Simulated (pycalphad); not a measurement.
Source of the numbers: pycalphad with the COST 507 light-alloy database (1999); pressure 1 atm. The data set is of 1999 and partly superseded. Not assessed as a whole: an extrapolation from subsystems, which can miss ternary compounds.

Q: How does the equilibrium phase assembly of Al-0.89Si-0.86Cu (at.%) change on cooling from 1577 °C to 227 °C?

A: 
| T (°C) | phases above | phases below |
|---|---|---|
| 649.7 | LIQUID | FCC_A1 + LIQUID |
| 563.1 | FCC_A1 + LIQUID | FCC_A1 |
| 508.6 | FCC_A1 | DIAMOND_A4 + FCC_A1 |
| 425.6 | DIAMOND_A4 + FCC_A1 | ALCU_THETA + DIAMOND_A4 + FCC_A1 |
Changes were sought between steps of 50 K, so a narrower field can be missed.

Database names, with the compositions (at.%) that they take in these runs: ALCU_THETA: Al 67 Cu 33. FCC_A1 is fcc; DIAMOND_A4 is diamond (Si).
